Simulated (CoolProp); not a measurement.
Computed with CoolProp (reference Helmholtz-energy equation of state, Colonna 2008). It is a short technical equation, of lower accuracy than the large ones.

Question: Give the vapour pressure (MPa), vapour density (kg/m³), enthalpy of vaporisation (kJ/kg) of saturated dodecamethylcyclohexasiloxane (D6) at 499.9, 531, 593 K.

Answer: 
| T (K) | p (MPa) | vapour density (kg/m³) | enthalpy of vaporisation (kJ/kg) |
|---|---|---|---|
| 499.9 | 0.0664 | 7.63 | 104 |
| 531 | 0.134 | 15.3 | 95.0 |
| 593 | 0.423 | 54.1 | 69.6 |
